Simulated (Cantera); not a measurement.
Input: 1 mol SiH2Cl2, 3.8 mol HCl, 94 mol H2, equilibrated at 158 Torr.

Method: chemical equilibrium by Gibbs-energy minimisation in Cantera with the NASA 1993 tables (ideal gas, pure condensed phases). Candidate condensed phases: Si; 19 gas species. Gases not in the tables: Si2H6 and higher silanes. The numbers say what is thermodynamically allowed, not how fast it happens.

Question: What share of the Si ends up in condensed phases as a function of T (°C), at 1502, 1552, 1602, 1652, 1702, 1752, 1802, 1852, 1902, 1952?

Answer: 
```csv
T (°C),Si condensed (%),as
1502,31.8,Si(l)
1552,34.4,Si(l)
1602,36.6,Si(l)
1652,38.3,Si(l)
1702,39.3,Si(l)
1752,39.3,Si(l)
1802,37.9,Si(l)
1852,34.5,Si(l)
1902,28.2,Si(l)
1952,17.6,Si(l)
```
